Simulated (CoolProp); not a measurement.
Properties of the fluoroketone C6F12O (FK-5-1-12) along the isobar 0.444 MPa.

Computed with CoolProp (reference Helmholtz-energy equation of state, McLinden 2015).

```
T (K)   phase        Z  cp (kJ/(kg K))
-----  ------  -------  --------------
358.4  liquid  0.03362           1.168
368.5  liquid  0.03370           1.188
378.6     gas   0.8297          0.9972
388.7     gas   0.8491          0.9982
398.8     gas   0.8654           1.002
408.9     gas   0.8792           1.006
419.1     gas   0.8912               …
429.2     gas   0.9015           1.019
439.3     gas        …           1.026
449.4     gas        …           1.034
459.5     gas   0.9255               …
469.6     gas   0.9318           1.051
479.8     gas   0.9375           1.060
489.9     gas   0.9425           1.069
500       gas   0.9471           1.078
```

What belongs in the gaps?


- 419.1, cp (kJ/(kg K)): 1.012
- 439.3, Z: 0.9106
- 449.4, Z: 0.9185
- 459.5, cp (kJ/(kg K)): 1.042
